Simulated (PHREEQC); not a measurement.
**Reverse-osmosis permeate (model solution)**

A made-up water analysis in mg/kgw, 25 °C, pH 6.43, pe 12.9:

```
constituent         mg/kgw
------------------  ------
Na                    16.4
K                    0.143
Ca                    6.17
Mg                   0.778
Cl                    16.1
S(6) as SO4           5.35
Alkalinity as HCO3    1.69
Sr                    1.59
Br                    0.13
```

Valence states are taken as typed.

All values are PHREEQC results (ion-association model, phreeqc.dat), not measurements.

| Property | Result |
|---|---|
| ionic strength | 0.00111 mol/kgw |
| specific conductance | 100 µS/cm |
| charge-balance error | 30.9 % |

```csv
species,molality,activity,log γ
Na+,0.000713,0.000687,-0.016
Cl-,0.000454,0.000437,-0.016
Ca+2,0.000153,0.000132,-0.064
SO4-2,5.40e-5,4.65e-5,-0.065
Mg+2,3.17e-5,2.74e-5,-0.064
HCO3-,2.80e-5,2.70e-5,-0.016
CO2,2.25e-5,2.25e-5,0.000
Sr+2,1.80e-5,1.55e-5,-0.064
K+,3.66e-6,3.52e-6,-0.016
Br-,1.63e-6,1.57e-6,-0.016
CaSO4,1.09e-6,1.09e-6,0.000
H+,3.85e-7,3.72e-7,-0.015
MgSO4,2.98e-7,2.98e-7,0.000
NaSO4-,1.66e-7,1.60e-7,-0.016
SrSO4,1.41e-7,1.41e-7,0.000
CaHCO3+,4.70e-8,4.53e-8,-0.016
```

This is a speciation only: nothing precipitates in the calculation.
